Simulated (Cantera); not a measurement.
An isothermal, constant-pressure homogeneous reactor starts with 67.1 % NH₃, 32.9 % H₂, at 1900 K and 11000 Pa.

Cantera simulation using the gas-phase N/H chemistry of the illustrative SiF4/NH3 mechanism in the Surface Chemkin manual (1991); the numbers are that mechanism's predictions, not measurements. Walls and surfaces, which speed up NH3 decomposition in real reactors, are not modelled.

x: mole fraction; the columns are a selection and need not sum to one.

```json
[
 {"t (s)": "3.00e-5", "x NH₃": "0.671", "x H₂": "0.329", "x N₂H₂": "3.43e-10", "x N₂": "1.44e-11", "x NH₂": "1.26e-5"},
 {"t (s)": "9.17e-5", "x NH₃": "0.671", "x H₂": "0.329", "x N₂H₂": "5.41e-9", "x N₂": "2.39e-9", "x NH₂": "3.86e-5"},
 {"t (s)": "0.000280", "x NH₃": "0.671", "x H₂": "0.329", "x N₂H₂": "…", "x N₂": "…", "x NH₂": "…"},
 {"t (s)": "0.000857", "x NH₃": "0.671", "x H₂": "0.329", "x N₂H₂": "7.87e-7", "x N₂": "1.60e-5", "x NH₂": "0.000340"},
 {"t (s)": "0.00262", "x NH₃": "0.669", "x H₂": "0.330", "x N₂H₂": "3.16e-6", "x N₂": "0.000370", "x NH₂": "0.000606"},
 {"t (s)": "0.00801", "x NH₃": "0.664", "x H₂": "0.334", "x N₂H₂": "3.34e-6", "x N₂": "0.00201", "x NH₂": "0.000620"},
 {"t (s)": "0.0245", "x NH₃": "0.647", "x H₂": "0.345", "x N₂H₂": "3.21e-6", "x N₂": "0.00695", "x NH₂": "0.000609"},
 {"t (s)": "0.0749", "x NH₃": "0.600", "x H₂": "0.378", "x N₂H₂": "2.87e-6", "x N₂": "0.0210", "x NH₂": "0.000580"},
 {"t (s)": "0.229", "x NH₃": "0.483", "x H₂": "0.461", "x N₂H₂": "2.10e-6", "x N₂": "0.0562", "x NH₂": "0.000502"},
 {"t (s)": "0.700", "x NH₃": "0.271", "x H₂": "0.609", "x N₂H₂": "9.75e-7", "x N₂": "0.120", "x NH₂": "0.000343"},
 {"t (s)": "2.14", "x NH₃": "0.0675", "x H₂": "0.751", "x N₂H₂": "1.81e-7", "x N₂": "0.181", "x NH₂": "0.000135"},
 {"t (s)": "6.54", "x NH₃": "0.00204", "x H₂": "0.796", "x N₂H₂": "2.95e-9", "x N₂": "0.200", "x NH₂": "1.24e-5"},
 {"t (s)": "20.0", "x NH₃": "…", "x H₂": "0.797", "x N₂H₂": "1.36e-11", "x N₂": "0.201", "x NH₂": "…"}
]
```

**Question.** Fill in the missing entries.

**Answer.** 
- 0.000280, x N₂H₂: 6.82e-8
- 0.000280, x N₂: 2.57e-7
- 0.000280, x NH₂: 0.000118
- 20.0, x NH₃: 0.000104
- 20.0, x NH₂: 7.88e-7
